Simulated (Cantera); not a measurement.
**Si3N4 + H2 (sublimation and decomposition of ceramics)**

Feed: 1 mol Si3N4, 7.8 mol H2, held at 2.30 bar.

Equilibrium computed with Cantera from the NASA thermochemical tables; the gas is ideal and each condensed phase is pure. Candidate condensed phases: Si, Si3N4; 18 gas species. Mutual solubility and eutectic melting of coexisting phases are not modelled. The tables' values for SiN are old estimates; treat these amounts as uncertain. Gases not in the tables: Si2H6 and higher silanes. Equilibrium is a limit: real reactors are often held back by kinetics, nucleation or transport.

```json
[
 {"T (K)": "2075", "x H2": "0.814", "x N2": "0.184", "x H": "0.00158", "x Si": "4.43e-5", "x SiH2": "0.000130", "x SiH": "3.47e-5", "x Si2N": "7.75e-6", "x SiN": "6.32e-6", "n Si(l)": "2.64", "n Si3N4(s)": "0.118"},
 {"T (K)": "2100", "x H2": "0.794", "x N2": "0.204", "x H": "0.00183", "x Si": "5.80e-5", "x SiH2": "0.000145", "x SiH": "4.25e-5", "x Si2N": "9.89e-6", "x SiN": "8.24e-6", "n Si(l)": "3.00", "n Si3N4(s)": "0"},
 {"T (K)": "2125", "x H2": "0.794", "x N2": "0.204", "x H": "0.00213", "x Si": "7.55e-5", "x SiH2": "0.000164", "x SiH": "5.25e-5", "x Si2N": "1.19e-5", "x SiN": "1.02e-5", "n Si(l)": "3.00", "n Si3N4(s)": "0"},
 {"T (K)": "2150", "x H2": "0.793", "x N2": "0.204", "x H": "0.00248", "x Si": "9.76e-5", "x SiH2": "0.000186", "x SiH": "6.44e-5", "x Si2N": "1.44e-5", "x SiN": "1.25e-5", "n Si(l)": "3.00", "n Si3N4(s)": "0"},
 {"T (K)": "2175", "x H2": "0.793", "x N2": "0.204", "x H": "0.00287", "x Si": "0.000125", "x SiH2": "0.000210", "x SiH": "7.88e-5", "x Si2N": "1.72e-5", "x SiN": "1.52e-5", "n Si(l)": "3.00", "n Si3N4(s)": "0"},
 {"T (K)": "2200", "x H2": "0.792", "x N2": "0.204", "x H": "0.00331", "x Si": "0.000160", "x SiH2": "0.000236", "x SiH": "9.58e-5", "x Si2N": "2.05e-5", "x SiN": "1.85e-5", "n Si(l)": "2.99", "n Si3N4(s)": "0"},
 {"T (K)": "2225", "x H2": "0.792", "x N2": "0.204", "x H": "0.00380", "x Si": "0.000204", "x SiH2": "0.000265", "x SiH": "0.000116", "x Si2N": "2.43e-5", "x SiN": "2.24e-5", "n Si(l)": "2.99", "n Si3N4(s)": "0"},
 {"T (K)": "2250", "x H2": "0.791", "x N2": "0.204", "x H": "0.00436", "x Si": "0.000258", "x SiH2": "0.000297", "x SiH": "0.000140", "x Si2N": "2.87e-5", "x SiN": "2.70e-5", "n Si(l)": "2.99", "n Si3N4(s)": "0"},
 {"T (K)": "2275", "x H2": "0.791", "x N2": "0.203", "x H": "0.00498", "x Si": "0.000324", "x SiH2": "0.000331", "x SiH": "0.000168", "x Si2N": "3.38e-5", "x SiN": "3.24e-5", "n Si(l)": "2.99", "n Si3N4(s)": "0"},
 {"T (K)": "2300", "x H2": "0.790", "x N2": "0.203", "x H": "0.00567", "x Si": "0.000405", "x SiH2": "0.000368", "x SiH": "0.000201", "x Si2N": "3.96e-5", "x SiN": "3.88e-5", "n Si(l)": "2.99", "n Si3N4(s)": "0"}
]
```
x: gas mole fraction; n: condensed amount in mol.

At 2075 K the condensed part is Si(l) + Si3N4(s). From 2100 K to 2300 K the condensed part is Si(l). The main Si-bearing gas is SiH2 at 2075 K and Si at 2300 K.
